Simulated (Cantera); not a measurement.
Cantera run, input and output.

```python
import numpy as np
import cantera as ct

gas = ct.Solution("gri30.yaml", transport_model="mixture-averaged")
show = ['NO', 'H2O', 'H']

rows = []
print(f"{'T/K':>7s}{'rho':>11s}{'cp':>10s}{'mu':>11s}{'lambda':>11s}{'Pr':>7s}" + "".join(f"{'D_' + s:>11s}" for s in show))
for T in [400, 500, 600, 700, 800, 900, 1000, 1100]:
    gas.TPX = T, 100000, {'NO': 0.92}
    Pr = gas.cp_mass * gas.viscosity / gas.thermal_conductivity
    D = [gas.mix_diff_coeffs_mole[gas.species_index(s)] for s in show]
    rows.append([gas.density, gas.cp_mass, gas.viscosity, gas.thermal_conductivity, Pr, *D])
    print(f"{T:7g}{gas.density:11.4e}{gas.cp_mass:10.1f}{gas.viscosity:11.4e}"
          f"{gas.thermal_conductivity:11.4e}{Pr:7.3f}" + "".join(f"{d:11.4e}" for d in D))
print("SI units: kg/m3, J/kg/K, Pa s, W/m/K, m2/s")
```

Output:

```
    T/K        rho        cp         mu     lambda     Pr       D_NO      D_H2O        D_H
    400 9.0222e-01     998.6 2.3120e-05 3.2415e-02  0.712 6.7597e-03 3.9610e-05 2.0580e-04
    500 7.2178e-01    1016.2 2.7036e-05 3.8811e-02  0.708 1.0041e-02 6.0236e-05 3.0320e-04
    600 6.0148e-01    1040.9 3.0618e-05 4.5123e-02  0.706 1.3799e-02 8.4173e-05 4.1440e-04
    700 5.1556e-01    1067.4 3.3953e-05 5.1279e-02  0.707 1.8000e-02 1.1115e-04 5.3846e-04
    800 4.5111e-01    1092.2 3.7097e-05 5.7252e-02  0.708 2.2618e-02 1.4094e-04 6.7466e-04
    900 4.0099e-01    1113.9 4.0086e-05 6.3038e-02  0.708 2.7631e-02 1.7339e-04 8.2242e-04
   1000 3.6089e-01    1132.7 4.2948e-05 6.8643e-02  0.709 3.3022e-02 2.0835e-04 9.8125e-04
   1100 3.2808e-01    1146.6 4.5702e-05 7.4074e-02  0.707 3.8776e-02 2.4572e-04 1.1507e-03
SI units: kg/m3, J/kg/K, Pa s, W/m/K, m2/s
```

Detailed kinetics in Cantera: GRI-Mech 3.0 (53 species, 325 reactions). The composition is frozen, though it would react at the higher temperatures.
